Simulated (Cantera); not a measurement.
An adiabatic, constant-pressure homogeneous reactor starts with 2.57 % CH4, 3.09 % H2, 11.9 % O2, 75.2 % N2, 7.21 % CO2, at 1575 K and 14300 Torr.

Model: GRI-Mech 3.0 (53 species, 325 reactions), integrated in Cantera. The pressure lies above the range GRI-Mech 3.0 was tuned for (to about 10 atm).

**Question.** Predict: time of steepest temperature rise; temperature at 0.400 s; equilibrium temperature; x(H2) at 0.400 s; x(O2) at 0.400 s; x(N2O) at 0.400 s; x(CO2) at 0.400 s; x(NO) at 0.400 s.

**Answer.** 
```
Quantity                                                               Value
---------------------------------  -----------------------------------------
time of steepest temperature rise                                    11.4 µs
temperature at 0.400 s                                                2272 K
equilibrium temperature                                               2272 K
x(H2) at 0.400 s                   0.000151 (gas-phase equilibrium 0.000151)
x(O2) at 0.400 s                       0.0497 (gas-phase equilibrium 0.0497)
x(N2O) at 0.400 s                    1.68e-6 (gas-phase equilibrium 1.68e-6)
x(CO2) at 0.400 s                      0.0983 (gas-phase equilibrium 0.0983)
x(NO) at 0.400 s                     0.00709 (gas-phase equilibrium 0.00709)
```
